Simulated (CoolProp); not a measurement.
Vapour-liquid equilibrium of R22 (1) + methanol (2) at 277.8 K; x and y are mole fractions of (1).

Model: multi-fluid Helmholtz-energy mixture model, Kamei 1995 and de Reuck 1993; pair parameters Bell 2016, in CoolProp.

```csv
x,bubble pressure (MPa),y at the bubble point,dew pressure at overall composition x (MPa),liquid density (mol/L)
0.05,0.05471,0.904,0.005696,24.51
0.2,0.1789,0.973,0.006756,22.75
0.35,0.2746,0.984,0.008300,21.11
0.5,0.3501,0.989,0.01077,19.55
0.65,0.4137,0.992,0.01534,18.07
0.8,0.4750,0.995,0.02667,16.61
0.95,0.5477,0.998,0.1020,15.14
```

No azeotrope shows between x = 0.05 and 0.95.

The pair parameters rest on a limited set of measurements; away from them the model extrapolates. With so large a gap from Raoult's law the liquid may split in two, which this calculation doesn't test in full.
